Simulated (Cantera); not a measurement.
What does this Cantera script print?

```python
import numpy as np
import cantera as ct

gas = ct.Solution("gri30.yaml")
gas.TPX = 525, 1000000, {'CH4': 1, 'O2': 1.43, 'N2': 5.43}
flame = ct.FreeFlame(gas, width=0.008)
flame.set_refine_criteria(ratio=3, slope=0.08, curve=0.16)
flame.transport_model = "mixture-averaged"
flame.solve(loglevel=0, auto=True)
flame.transport_model = "multicomponent"
flame.soret_enabled = True
flame.solve(loglevel=0, refine_grid=True)
z, T = flame.grid, flame.T
thick = (T[-1] - T[0]) / np.gradient(T, z).max()
show = ['CH4', 'O2', 'C2H4', 'C2H', 'HCN', 'HCO']
print(f"laminar burning velocity  {flame.velocity[0] * 100:.3f} cm/s")
print(f"burnt temperature         {T[-1]:.1f} K")
print(f"thermal thickness         {thick * 1e3:.4f} mm")
print(f"grid points               {len(z)}")
z0 = z[flame.heat_release_rate.argmax()]
print(f"{'z/mm':>9s}{'T/K':>9s}{'u/(m/s)':>9s}" + "".join(f"{s:>11s}" for s in show))
rows = []
for k in (-3, -2, -1.5, -1, -0.5, -0.25, 0, 0.25, 0.5, 1, 2, 4, 8):
    zz = z0 + k * thick
    rows.append([k * thick, np.interp(zz, z, T), np.interp(zz, z, flame.velocity),
                 *(np.interp(zz, z, flame.X[gas.species_index(s)]) for s in show)])
    print(f"{rows[-1][0] * 1e3:9.3f}{rows[-1][1]:9.1f}{rows[-1][2]:9.3f}" + "".join(f"{x:11.3e}" for x in rows[-1][3:]))
```

Result:

```
laminar burning velocity  20.029 cm/s
burnt temperature         2139.7 K
thermal thickness         0.1379 mm
grid points               139
     z/mm      T/K  u/(m/s)        CH4         O2       C2H4        C2H        HCN        HCO
   -0.414    526.1    0.201  1.268e-01  1.815e-01  2.853e-07 -5.841e-20  8.121e-10 -9.930e-20
   -0.276    536.3    0.206  1.251e-01  1.805e-01  4.935e-06 -1.558e-19  1.412e-08  1.228e-15
   -0.207    565.6    0.218  1.217e-01  1.783e-01  2.389e-05  6.010e-19  6.839e-08  5.686e-14
   -0.138    702.3    0.273  1.100e-01  1.671e-01  1.643e-04  1.132e-16  4.671e-07  1.372e-11
   -0.069   1170.8    0.463  7.496e-02  1.195e-01  1.007e-03  3.663e-11  2.788e-06  6.006e-08
   -0.034   1555.6    0.624  4.420e-02  7.408e-02  1.881e-03  7.923e-09  5.641e-06  1.556e-06
    0.000   1905.6    0.774  1.658e-02  2.942e-02  1.452e-03  3.038e-07  1.055e-05  3.437e-06
    0.034   2071.5    0.845  5.972e-03  8.482e-03  3.346e-04  8.545e-07  1.717e-05  1.578e-06
    0.069   2123.3    0.866  3.281e-03  2.614e-03  8.424e-05  7.276e-07  2.093e-05  5.975e-07
    0.138   2145.1    0.875  1.869e-03  3.757e-04  1.764e-05  3.960e-07  2.253e-05  1.804e-07
    0.276   2146.5    0.877  1.042e-03  1.671e-05  5.259e-06  2.015e-07  2.152e-05  9.315e-08
    0.552   2143.1    0.877  4.674e-04  6.062e-07  1.552e-06  8.039e-08  1.762e-05  7.169e-08
    1.103   2140.6    0.877  1.156e-04  5.119e-07  2.266e-07  1.468e-08  1.036e-05  6.212e-08
```

Model: GRI-Mech 3.0 (53 species, 325 reactions), integrated in Cantera. Burning velocities carry a grid error of a few per cent, more on coarse grids.
